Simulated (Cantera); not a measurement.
Input: 1 mol Si₃N₄, 12 mol Cl₂, held at 1498 K and 13.3 mbar.

Equilibrium computed with Cantera from the NASA thermochemical tables; the gas is ideal and each condensed phase is pure. Candidate condensed phases: Si, Si₃N₄; 13 gas species. The tables' values for SiCl₃ are old estimates; treat these amounts as uncertain. Rates play no part.

Base state: Cl₂ 0.325, Cl 0.285, SiCl₄ 0.234, N₂ 0.156, SiCl₃ 0.000106 (mole fractions); condensed: gas only.

Problem. What changes in the equilibrium state with this change: pressure from 13.3 mbar to 0.820 bar?

Solution. 
| species | before | after |
|---|---|---|
| Cl₂ | 0.325 | 0.510 |
| SiCl₄ | 0.234 | 0.267 |
| N₂ | 0.156 | 0.178 |
| Cl | 0.285 | 0.0455 |
| SiCl₃ | 0.000106 | 1.23e-5 |
